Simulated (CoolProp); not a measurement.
A closed Brayton cycle with dry air: compressor inlet 329.15 K and 2.7 MPa, high pressure 8.76 MPa, turbine inlet 975 K, compressor efficiency 0.8, turbine efficiency 0.93, recuperator effectiveness 0.9 (on enthalpy, no pinch check). Each further row changes one setting.

The numbers come from the reference Helmholtz-energy equation of state, Lemmon 2000 in CoolProp. It is a pseudo-pure fit of the blend.

| case | thermal efficiency (%) | net work (kJ/kg) | compressor to turbine work | compressor exit (K) | turbine exit (K) |
|---|---|---|---|---|---|
| as stated | 34.1 | 101 | 0.62 | 493.2 | 736.7 |
| turbine inlet 925 K | 31.3 | 87.4 | … | 493.2 | … |
| compressor inlet 339.15 K | … | … | … | … | 736.7 |
| high pressure 7.45 MPa | … | … | 0.60 | 467.4 | 766.0 |
| recuperator effectiveness 0.5 | 25.3 | 101 | 0.62 | 493.2 | 736.7 |

Q: Some entries are withheld; supply them.

A: 
- turbine inlet 925 K, compressor to turbine work: 0.66
- turbine inlet 925 K, turbine exit (K): 697.1
- compressor inlet 339.15 K, thermal efficiency (%): 32.6
- compressor inlet 339.15 K, net work (kJ/kg): 96.2
- compressor inlet 339.15 K, compressor to turbine work: 0.64
- compressor inlet 339.15 K, compressor exit (K): 507.8
- high pressure 7.45 MPa, thermal efficiency (%): 35.3
- high pressure 7.45 MPa, net work (kJ/kg): 95.6
